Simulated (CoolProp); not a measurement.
Vapour-liquid equilibrium of propane (1) + cyclopropane (2) at 337.3 K; x and y are mole fractions of (1).

The numbers come from the multi-fluid Helmholtz-energy mixture model, Lemmon 2009 and Polt 1992; pair parameters Bell 2016 in CoolProp. This equation is an older, rougher fit; its heat capacities, sound speeds and derivatives of the liquid may be far off and weren't checked against measurements.

```
x      bubble pressure (bar)  y at the bubble point  dew pressure at overall composition x (bar)  liquid density (mol/L)
-----  ---------------------  ---------------------  -------------------------------------------  ----------------------
0.05                   18.81                  0.065                                        18.71                   12.87
0.125                  19.42                  0.156                                        19.21                   12.53
0.2                    19.99                  0.241                                        19.71                   12.21
0.275                  20.51                  0.321                                        20.21                   11.89
0.35                   21.00                  0.397                                        20.70                   11.59
0.425                  21.43                  0.469                                        21.17                   11.30
0.5                    21.82                  0.538                                        21.61                   11.02
0.575                  22.16                  0.607                                        22.01                   10.75
0.65                   22.45                  0.674                                        22.36                   10.49
0.725                  22.69                  0.741                                        22.64                   10.25
0.8                    22.87                  0.809                                        22.85                   10.02
0.875                  22.99                  0.878                                        22.99                   9.810
0.95                   23.04                  0.950                                        23.04                   9.612
```

No azeotrope shows between x = 0.05 and 0.95.

The pair parameters rest on a limited set of measurements; away from them the model extrapolates.
